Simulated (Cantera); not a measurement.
A closed system holds: 1 mol SiF4, 4.5 mol NH3, at 0.100 bar.

Cantera equilibrium calculation (NASA polynomials, part measured and part estimated; ideal gas, pure solids and liquids). Candidate condensed phases: Si, Si3N4; 37 gas species. The tables' values for SiF3, SiF2 are old estimates; treat these amounts as uncertain. Rates play no part.

x: gas mole fraction; n: condensed amount in mol.

```tsv
T (K)	x H2	x N2	x SiF4	x HF	n Si3N4(s)
1025	0.674	0.225	0.0996	0.000711	0.000330
1075	0.674	0.225	0.0994	0.00103	0.000461
1125	0.674	0.225	0.0991	0.00143	0.000611
1175	0.673	0.225	0.0987	…	…
1225	0.673	0.225	0.0982	…	0.000883
1275	0.672	0.225	0.0975	0.00329	0.000908
1325	0.671	0.225	0.0965	0.00416	0.000733
1375	0.670	0.225	0.0950	0.00515	0.000198
1425	0.669	0.225	0.0931	0.00681	0
1475	0.667	0.224	0.0908	0.00914	0
1525	0.664	0.224	0.0879	0.0121	0
```

Question: Complete the blanks.

Answer: 
- 1175, x HF: 0.00193
- 1175, n Si3N4(s): 0.000763
- 1225, x HF: 0.00255
